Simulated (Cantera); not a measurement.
A closed system holds: 1 mol HI, 8.7 mol H2O, 7.3 mol N2, held at 1648 K.

Equilibrium computed with Cantera from the NASA thermochemical tables; the gas is ideal and each condensed phase is pure. Candidate condensed phases: H2O, I2; 27 gas species. Rates play no part.

Q: At 0.900 Torr, list the 6 most abundant gas species with their mole fractions, and the condensed phases.

A: H2O 0.497, N2 0.417, I 0.0565, H2 0.0283, HI 0.000593, H 0.000433. Condensed: gas only.
